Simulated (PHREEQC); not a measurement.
0.01 mol of CaSeO3 (CaSeO3) is brought to equilibrium with 1 kg of water holding 0.1 mol NaCl, at 25 °C, the pH being set by adding NaOH or HCl. No oxygen is let in. No CO2 enters from the air. Only these solids could form: CaSeO3, Portlandite.

Equilibrium calculation in PHREEQC: ion-association model, wateq4f.dat.

Predict dissolved Ca (mol/kgw), dissolved Se (mol/kgw) at pH = 8, 8.4, 8.8, 9.2, 9.6.


```json
[
 {"pH": "8", "dissolved Ca (mol/kgw)": "0.00689", "dissolved Se (mol/kgw)": "0.00689"},
 {"pH": "8.4", "dissolved Ca (mol/kgw)": "0.00550", "dissolved Se (mol/kgw)": "0.00550"},
 {"pH": "8.8", "dissolved Ca (mol/kgw)": "0.00484", "dissolved Se (mol/kgw)": "0.00484"},
 {"pH": "9.2", "dissolved Ca (mol/kgw)": "0.00455", "dissolved Se (mol/kgw)": "0.00455"},
 {"pH": "9.6", "dissolved Ca (mol/kgw)": "0.00443", "dissolved Se (mol/kgw)": "0.00443"}
]
```
